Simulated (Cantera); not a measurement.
Equilibrium for carbon deposition, reforming and gasification: C2H5OH + NH3

Input: 1 mol C2H5OH, 0.012 mol NH3, at 14.0 bar.

Method: chemical equilibrium by Gibbs-energy minimisation in Cantera with the NASA 1993 tables (ideal gas, pure condensed phases). Candidate condensed phases: C, C6H6, C7H8, C8H18, H2O; 169 gas species. Ions and electrons are included (thermal ionisation). Rates play no part.

```
T (°C)   x H2       x H   x CO  x C2H2 (acetylene)       x C     x C2H      x C3      x C2  n C(graphite)
------  -----  --------  -----  ------------------  --------  --------  --------  --------  -------------
1727    0.745  0.000375  0.249            0.000572  2.17e-12   5.39e-9  1.98e-12    <1e-12          0.981
1977    0.743   0.00171  0.249             0.00249  2.60e-10   2.27e-7  4.64e-10  4.09e-11          0.968
2227    0.734   0.00576  0.248             0.00794   1.19e-8   4.47e-6   3.55e-8   3.27e-9          0.923
2477    0.714    0.0154  0.247              0.0201   2.70e-7   5.04e-5   1.21e-6   1.17e-7          0.819
2727    0.674    0.0346  0.244              0.0419   3.62e-6  0.000370   2.23e-5   2.26e-6          0.618
2977    0.608    0.0669  0.240              0.0738   3.25e-5   0.00194  0.000259   2.76e-5          0.276
3227    0.541     0.116  0.233              0.0905  0.000187   0.00612   0.00144  0.000182              0
3477    0.485     0.187  0.222              0.0774  0.000725    0.0119   0.00386  0.000672              0
3727    0.417     0.275  0.209              0.0585   0.00227    0.0189   0.00801   0.00193              0
3977    0.340     0.374  0.193              0.0377   0.00583    0.0242    0.0126   0.00430              0
4227    0.262     0.473  0.177              0.0205    0.0126    0.0252    0.0153   0.00763              0
4477    0.190     0.559  0.163             0.00962    0.0235    0.0220    0.0151    0.0112              0
4727    0.132     0.624  0.152             0.00399    0.0387    0.0165    0.0123    0.0140              0
```
x: gas mole fraction; n: condensed amount in mol.

From 1727 °C to 2977 °C the condensed part is C(graphite). From 3227 °C to 4727 °C nothing is condensed. The main C-bearing gas is CO throughout.
